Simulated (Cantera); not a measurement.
A perfectly stirred reactor is fed with 24.4 % CH4, 75.6 % H2O, at 825 Torr; it is held at 1825 K, and followed from long to short residence time.

Computed with Cantera and GRI-Mech 3.0 (53 species, 325 reactions).

### Question
Predict: x(CH4) at τ = 0.350 s; x(H2O) at τ = 0.350 s; x(CH2CO) at τ = 0.350 s; x(C2H2) at τ = 0.350 s; x(H) at τ = 0.350 s; x(CH4) at τ = 6.10 ms; x(H2O) at τ = 6.10 ms; x(CH2CO) at τ = 6.10 ms; x(C2H2) at τ = 6.10 ms; x(H) at τ = 6.10 ms.

### Answer
| Quantity | Result |
|---|---|
| x(CH4) at τ = 0.350 s | 0.0148 |
| x(H2O) at τ = 0.350 s | 0.375 |
| x(CH2CO) at τ = 0.350 s | 1.05e-5 |
| x(C2H2) at τ = 0.350 s | 0.0104 |
| x(H) at τ = 0.350 s | 0.000284 |
| x(CH4) at τ = 6.10 ms | 0.0748 |
| x(H2O) at τ = 6.10 ms | 0.609 |
| x(CH2CO) at τ = 6.10 ms | 9.77e-5 |
| x(C2H2) at τ = 6.10 ms | 0.0514 |
| x(H) at τ = 6.10 ms | 0.000182 |
